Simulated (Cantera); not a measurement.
An adiabatic, constant-volume homogeneous reactor starts with CH4 : H2 : O2 : N2 = 1 : 0.16 : 4.24 : 24.2 (molar parts), equivalence ratio 0.49, at 1225 K and 3750 Torr. Integrator tolerance rtol = 1e-08.

Computed with Cantera and GRI-Mech 3.0 (53 species, 325 reactions).

Question: What does this change do: 0.58 parts CO2 added?

Answer: 
```csv
quantity,before,after
time of steepest temperature rise,1.94 ms,2.00 ms
temperature at 4.00 s,2176 K,2148 K
equilibrium temperature,2176 K,2148 K
x(CH4) at 4.00 s,<1e-12 (gas-phase equilibrium <1e-12),<1e-12 (gas-phase equilibrium <1e-12)
x(H2) at 4.00 s,9.10e-5 (gas-phase equilibrium 9.10e-5),7.54e-5 (gas-phase equilibrium 7.54e-5)
x(O2) at 4.00 s,0.0692 (gas-phase equilibrium 0.0692),0.0682 (gas-phase equilibrium 0.0682)
x(C2H4) at 4.00 s,<1e-12 (gas-phase equilibrium <1e-12),<1e-12 (gas-phase equilibrium <1e-12)
x(H2O2) at 4.00 s,1.80e-7 (gas-phase equilibrium 1.80e-7),1.61e-7 (gas-phase equilibrium 1.61e-7)
x(NO2) at 4.00 s,1.57e-5 (gas-phase equilibrium 1.57e-5),1.49e-5 (gas-phase equilibrium 1.49e-5)
```

Question: What does this change do: initial temperature 1225 to 1650 K?

Answer: 
| quantity | before | after |
|---|---|---|
| time of steepest temperature rise | 1.94 ms | 60.9 µs |
| temperature at 4.00 s | 2176 K | 2505 K |
| equilibrium temperature | 2176 K | 2505 K |
| x(CH4) at 4.00 s | <1e-12 (gas-phase equilibrium <1e-12) | <1e-12 (gas-phase equilibrium <1e-12) |
| x(H2) at 4.00 s | 9.10e-5 (gas-phase equilibrium 9.10e-5) | 0.000604 (gas-phase equilibrium 0.000604) |
| x(O2) at 4.00 s | 0.0692 (gas-phase equilibrium 0.0692) | 0.0655 (gas-phase equilibrium 0.0655) |
| x(C2H4) at 4.00 s | <1e-12 (gas-phase equilibrium <1e-12) | <1e-12 (gas-phase equilibrium <1e-12) |
| x(H2O2) at 4.00 s | 1.80e-7 (gas-phase equilibrium 1.80e-7) | 3.49e-7 (gas-phase equilibrium 3.49e-7) |
| x(NO2) at 4.00 s | 1.57e-5 (gas-phase equilibrium 1.57e-5) | 1.79e-5 (gas-phase equilibrium 1.79e-5) |

Question: What does this change do: N2 24.2 to 12 parts?

Answer: 
```
quantity                                                            before                                    after
---------------------------------  ---------------------------------------  ---------------------------------------
time of steepest temperature rise                                  1.94 ms                                  1.06 ms
temperature at 4.00 s                                               2176 K                                   2624 K
equilibrium temperature                                             2176 K                                   2624 K
x(CH4) at 4.00 s                     <1e-12 (gas-phase equilibrium <1e-12)    <1e-12 (gas-phase equilibrium <1e-12)
x(H2) at 4.00 s                    9.10e-5 (gas-phase equilibrium 9.10e-5)  0.00113 (gas-phase equilibrium 0.00113)
x(O2) at 4.00 s                      0.0692 (gas-phase equilibrium 0.0692)      0.113 (gas-phase equilibrium 0.113)
x(C2H4) at 4.00 s                    <1e-12 (gas-phase equilibrium <1e-12)    <1e-12 (gas-phase equilibrium <1e-12)
x(H2O2) at 4.00 s                  1.80e-7 (gas-phase equilibrium 1.80e-7)  1.17e-6 (gas-phase equilibrium 1.17e-6)
x(NO2) at 4.00 s                   1.57e-5 (gas-phase equilibrium 1.57e-5)  3.63e-5 (gas-phase equilibrium 3.63e-5)
```
